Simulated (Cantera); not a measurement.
An isothermal, constant-pressure homogeneous reactor starts with 47.6 % CH4, 52.4 % CO2, at 1925 K and 203 Torr.

Cantera simulation using GRI-Mech 3.0 (53 species, 325 reactions); the numbers are that mechanism's predictions, not measurements.

x: mole fraction; the columns are a selection and need not sum to one.

```
t (s)          x CH4       x CO2       x CH3      x C2H2     x HO2     x CH2CO       x H
--------  ----------  ----------  ----------  ----------  --------  ----------  --------
3.00e-6        0.476       0.524    0.000333    8.24e-11    <1e-12      <1e-12   8.56e-6
1.44e-5        0.474       0.523     0.00161     9.99e-8    <1e-12    2.18e-11   9.73e-6
6.95e-5        0.462       0.521     0.00686     8.11e-5    <1e-12     5.19e-9   3.58e-5
0.000334       0.313       0.467      0.0113      0.0261  5.15e-12     5.27e-6  0.000333
0.00161        0.100       0.302     0.00407       0.116  1.59e-11     8.51e-5  0.000634
0.00775       0.0156      0.0925     0.00111       0.130  2.66e-11    0.000210  0.000900
0.0373       0.00893      0.0419    0.000584      0.0750  7.90e-12     7.27e-5   0.00108
0.179        0.00412      0.0168    0.000234      0.0252  1.14e-12     1.06e-5   0.00119
0.863     (withheld)  (withheld)  (withheld)  (withheld)    <1e-12  (withheld)   0.00125
4.16         7.94e-6     0.00491     4.28e-7     2.99e-6    <1e-12     2.63e-9   0.00127
20.0      (withheld)     0.00491    7.42e-10    4.99e-11    <1e-12    3.99e-12   0.00127
```

Task: Some entries are withheld; supply them.

Result: 
- 0.863, x CH4: 0.00102
- 0.863, x CO2: 0.00661
- 0.863, x CH3: 5.52e-5
- 0.863, x C2H2: 0.00349
- 0.863, x CH2CO: 8.22e-7
- 20.0, x CH4: 1.38e-8
